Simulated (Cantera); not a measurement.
**Ignition delay**

Mixture: 11.1 % CH₄, 2.00 % C₂H₆, 18.2 % O₂, 68.7 % N₂, equivalence ratio 1.6, at 6.32 atm, adiabatic and at constant pressure. Ignition delay is the time to a rise of 400 K.

Cantera simulation using GRI-Mech 3.0 (53 species, 325 reactions); the numbers are that mechanism's predictions, not measurements.

```tsv
T0 (K)	delay (ms)
1225	0.710
1300	0.315
1375	0.157
1450	0.0843
1525	0.0471
1600	0.0272
1675	0.0163
```

```json
{
 "apparent activation energy between 1525 and 1675 K": "150 kJ/mol"
}
```
